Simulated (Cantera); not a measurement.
Feed: 1 mol SO2, 14 mol N2, equilibrated at 1 atm.

Cantera equilibrium calculation (NASA polynomials, part measured and part estimated; ideal gas, pure solids and liquids). Candidate condensed phases: S; 17 gas species. Equilibrium is a limit: real reactors are often held back by kinetics, nucleation or transport. All values below are at 2075 K.

Base state: N2 0.933, SO2 0.0656, SO 0.00104, NO 0.000396, O2 0.000319, O 2.07e-5 (mole fractions); condensed: gas only.

Problem. What changes in the equilibrium state with this change: SO2 replaced by HI?

Solution. 
```tsv
species	before	after
N2	0.933	0.905
I	0	0.0594
H2	0	0.0295
SO2	0.0656	0
HI	0	0.00513
SO	0.00104	0
```
Further candidate phases: I2.

Problem. What changes in the equilibrium state with this change: SO2 replaced by SF6?

Solution. 
```csv
species,before,after
N2,0.933,0.770
F,0,0.175
SF2,0,0.0261
SO2,0.0656,0
SF4,0,0.0164
SF3,0,0.0122
SO,0.00104,0
NO,0.000396,0
O2,0.000319,0
SF,0,0.000212
F2,0,0.000100
```
The tables' values for SF3, S2F2 (SSF2) are old estimates; treat these amounts as uncertain.
